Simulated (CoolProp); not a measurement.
Vapour-liquid equilibrium of isobutane (1) + acetone (2) at 4.85 bar; x and y are mole fractions of (1).

Values from CoolProp's multi-fluid Helmholtz-energy mixture model, Bücker 2006 and Lemmon 2006; pair parameters Bell 2016.

```json
[
 {"x": "0.05", "bubble temperature (K)": "364.8", "y at the bubble point": "0.383", "dew temperature at overall composition x (K)": "___", "liquid density (mol/L)": "11.86"},
 {"x": "0.125", "bubble temperature (K)": "344.1", "y at the bubble point": "0.670", "dew temperature at overall composition x (K)": "378.2", "liquid density (mol/L)": "11.92"},
 {"x": "0.2", "bubble temperature (K)": "331.9", "y at the bubble point": "0.784", "dew temperature at overall composition x (K)": "374.6", "liquid density (mol/L)": "___"},
 {"x": "0.275", "bubble temperature (K)": "325.1", "y at the bubble point": "0.835", "dew temperature at overall composition x (K)": "370.8", "liquid density (mol/L)": "11.57"},
 {"x": "0.35", "bubble temperature (K)": "321.2", "y at the bubble point": "0.861", "dew temperature at overall composition x (K)": "366.7", "liquid density (mol/L)": "11.30"},
 {"x": "0.425", "bubble temperature (K)": "318.9", "y at the bubble point": "0.875", "dew temperature at overall composition x (K)": "362.3", "liquid density (mol/L)": "11.01"},
 {"x": "0.5", "bubble temperature (K)": "317.4", "y at the bubble point": "0.885", "dew temperature at overall composition x (K)": "357.4", "liquid density (mol/L)": "10.71"},
 {"x": "0.575", "bubble temperature (K)": "316.3", "y at the bubble point": "0.893", "dew temperature at overall composition x (K)": "352.0", "liquid density (mol/L)": "10.43"},
 {"x": "0.65", "bubble temperature (K)": "315.3", "y at the bubble point": "___", "dew temperature at overall composition x (K)": "345.8", "liquid density (mol/L)": "10.16"},
 {"x": "0.725", "bubble temperature (K)": "314.3", "y at the bubble point": "0.911", "dew temperature at overall composition x (K)": "___", "liquid density (mol/L)": "9.913"},
 {"x": "0.8", "bubble temperature (K)": "313.2", "y at the bubble point": "0.925", "dew temperature at overall composition x (K)": "329.9", "liquid density (mol/L)": "9.689"},
 {"x": "0.875", "bubble temperature (K)": "311.9", "y at the bubble point": "0.944", "dew temperature at overall composition x (K)": "319.0", "liquid density (mol/L)": "9.491"},
 {"x": "0.95", "bubble temperature (K)": "310.6", "y at the bubble point": "0.973", "dew temperature at overall composition x (K)": "311.6", "liquid density (mol/L)": "9.319"}
]
```

Q: Complete the blanks.

A: 
- 0.05, dew temperature at overall composition x (K): 381.6
- 0.2, liquid density (mol/L): 11.79
- 0.65, y at the bubble point: 0.901
- 0.725, dew temperature at overall composition x (K): 338.6

No azeotrope shows between x = 0.05 and 0.95.

Pair parameters are fitted to limited data, so mixtures are less certain than the pure fluids. With so large a gap from Raoult's law the liquid may split in two, which this calculation doesn't test in full.
